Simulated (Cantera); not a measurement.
A closed system holds: 1 mol (CH₃)₂SiCl₂, 0.0066 mol C₃H₈, 11 mol H₂, 0.12 mol CH₄, at 2400 K and 12.0 mbar.

Equilibrium computed with Cantera from the NASA thermochemical tables; the gas is ideal and each condensed phase is pure. Candidate condensed phases: C, C₆H₆, C₇H₈, C₈H₁₈, Si, SiC; 109 gas species. The feed counts by its element totals alone. The tables' values for SiCl are old estimates; treat these amounts as uncertain. Gases not in the tables: Si₂H₆ and higher silanes. Equilibrium is a limit: real reactors are often held back by kinetics, nucleation or transport.

Base state: H₂ 0.714, H 0.123, HCl 0.0946, Si 0.0340, Cl 0.0116, SiC₂ 0.00653, C₂H₂ (acetylene) 0.00498, SiCl₂ 0.00376 (mole fractions); condensed: C(graphite) + SiC(s).

Problem. What changes in the equilibrium state with this change: temperature from 2400 K to 975 K?

Solution. 
```json
[
 {"species": "H₂", "before": "0.714", "after": "0.887"},
 {"species": "HCl", "before": "0.0946", "after": "0.105"},
 {"species": "SiCl₄", "before": "2.02e-9", "after": "0.00646"},
 {"species": "H", "before": "0.123", "after": "9.83e-9"},
 {"species": "Si", "before": "0.0340", "after": "<1e-9"},
 {"species": "Cl", "before": "0.0116", "after": "1.10e-9"},
 {"species": "SiC₂", "before": "0.00653", "after": "<1e-9"},
 {"species": "C₂H₂ (acetylene)", "before": "0.00498", "after": "<1e-9"},
 {"species": "Si₂C", "before": "0.00372", "after": "<1e-9"},
 {"species": "C(graphite), mol", "before": "1.63", "after": "1.23"},
 {"species": "SiC(s), mol", "before": "0.0427", "after": "0.897"}
]
```
The tables' values for SiCl₃ are old estimates; treat these amounts as uncertain.

Problem. What changes in the equilibrium state with this change: (CH₃)₂SiCl₂ replaced by SiCl₄?

Solution. 
```csv
species,before,after
H₂,0.714,0.598
HCl,0.0946,0.197
H,0.123,0.112
SiCl₂,0.00376,0.0195
Cl,0.0116,0.0264
Si,0.0340,0.0341
SiCl₃,3.31e-6,3.91e-5
C₄H₂,1.43e-5,1.33e-6
"C(graphite), mol",1.63,0
"SiC(s), mol",0.0427,0
```
The tables' values for SiCl, SiCl₃ are old estimates; treat these amounts as uncertain.

Problem. What changes in the equilibrium state with this change: H₂ from 11 to 240 mol?

Solution. 
```json
[
 {"species": "H₂", "before": "0.714", "after": "0.851"},
 {"species": "H", "before": "0.123", "after": "0.134"},
 {"species": "HCl", "before": "0.0946", "after": "0.00682"},
 {"species": "Si", "before": "0.0340", "after": "0.00324"},
 {"species": "Cl", "before": "0.0116", "after": "0.000766"},
 {"species": "SiCl₂", "before": "0.00376", "after": "1.56e-6"},
 {"species": "SiCl", "before": "0.00248", "after": "1.56e-5"},
 {"species": "Si₂C", "before": "0.00372", "after": "2.63e-5"},
 {"species": "Si₂", "before": "0.000146", "after": "1.32e-6"},
 {"species": "SiC₂", "before": "0.00653", "after": "0.000379"},
 {"species": "C(graphite), mol", "before": "1.63", "after": "0"},
 {"species": "SiC(s), mol", "before": "0.0427", "after": "0"}
]
```
